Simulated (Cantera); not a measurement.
A diamond (100) surface in a fixed gas of H2 with x(CH4) = 0.0065, x(H) = 0.0066, x(CH3) = 0.00015, at 1225 K; coverages are run to steady state.

Model: the Harris–Goodwin 1993 mechanism for the reconstructed diamond (100) surface, integrated in Cantera.

One state of this run: growth (µm/h) = 0.364; θ c6HH = 0.425; θ c6H* = 0.0410; θ c6*H = 0.500; θ c6** = 0.0329; θ c6HM = 0.000435. θ: site fractions in the mechanism's names (c6HH fully hydrogenated, c6H* and c6*H radical sites, c6** diradical, c6HM methylated).

**Question.** Which value of P (Pa) does it belong to?
A) 1400
B) 20000
C) 34000
D) 6800

**Answer.** A, 1400
